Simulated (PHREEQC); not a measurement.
A solution holds 13 mmol/kgw H2SO4, 50 mmol/kgw ZnSO4 and 0.27 mmol/kgw Na2SO4, at 82 °C. Closed to the air; pH follows from the charge balance.

Computed with PHREEQC (ion-association model, phreeqc.dat).

Precipitation was switched off in this run.

**Question.** Estimate the pH, density, ionic strength.

**Answer.** pH 2.27; density 0.979 g/cm³; ionic strength 0.115 mol/kgw.

**Question.** In which forms is Zn present?

**Answer.** Zn+2 57 %, ZnSO4 38 %, Zn(SO4)2-2 4.5 % of the Zn.

Constants without temperature data keep their 25 °C values here.
